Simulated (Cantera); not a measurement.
A perfectly stirred reactor is fed with CH4 : C2H6 : O2 : N2 = 1 : 0.23 : 6.52 : 24.5 (molar parts), equivalence ratio 0.43, at 1.00 atm; it is adiabatic with a 625 K inlet, and is followed from long to short residence time, starting on the burning branch (τ in s: 0.064, 0.033, 0.017, 0.0087, 0.0045, 0.0023, 0.0012, 0.00061, 0.00031, 0.00016, 8.2e-05, 4.2e-05).

Computed with Cantera and GRI-Mech 3.0 (53 species, 325 reactions).

Task: What does this change do: 1.1 parts CO2 added?

Result: 
```csv
quantity,before,after
"blow-out, bracketed by the residence times tried","burning at 0.610 ms, out at 0.310 ms","burning at 0.610 ms, out at 0.310 ms"
x(CH4) at τ = 64.0 ms,1.48e-5,1.79e-5
x(C2H6) at τ = 64.0 ms,8.97e-7,1.09e-6
x(O2) at τ = 64.0 ms,0.115,0.111
x(O) at τ = 64.0 ms,0.000144,0.000125
x(CH2) at τ = 64.0 ms,2.31e-8,2.21e-8
x(CH4) at τ = 1.20 ms,0.000231,0.000310
x(C2H6) at τ = 1.20 ms,1.33e-5,1.77e-5
x(O2) at τ = 1.20 ms,0.117,0.114
x(O) at τ = 1.20 ms,0.00123,0.000970
x(CH2) at τ = 1.20 ms,5.92e-7,5.85e-7
```
